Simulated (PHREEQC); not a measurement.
## Copper plating or etch bath: speciation

Consider water at 45 °C with 7 mmol/kgw CuSO4, 5.5 mmol/kgw HCl and 0.22 mmol/kgw KCl. Closed to the air; pH follows from the charge balance.

The numbers come from PHREEQC with the ion-association model, wateq4f.dat.

Precipitation was switched off in this run.

Q: Estimate the pH, ionic strength.

A: pH 2.45; ionic strength 0.0245 mol/kgw.

Q: In which forms is K present?

A: K+ 98 %, KSO4- 2.1 % of the K.

Complexes and solids missing from the database can't appear. Constants without temperature data keep their 25 °C values here.
